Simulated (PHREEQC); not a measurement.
A solution holds 0.082 mol K2CO3 and 4.05e-05 mol H3BO3 per kg of water, at 25 °C. Closed to the air; pH follows from the charge balance.

The numbers come from PHREEQC with the ion-association model, phreeqc.dat.

Task: The ionic strength comes out as 0.243 mol/kgw. What activity coefficients do K+, HCO3-, CO3-2, OH-, H2BO3- get?

Result: K+ 0.70, HCO3- 0.73, CO3-2 0.29, OH- 0.69, H2BO3- 0.74.

No solid was allowed to form. Species that the database lacks are ignored.
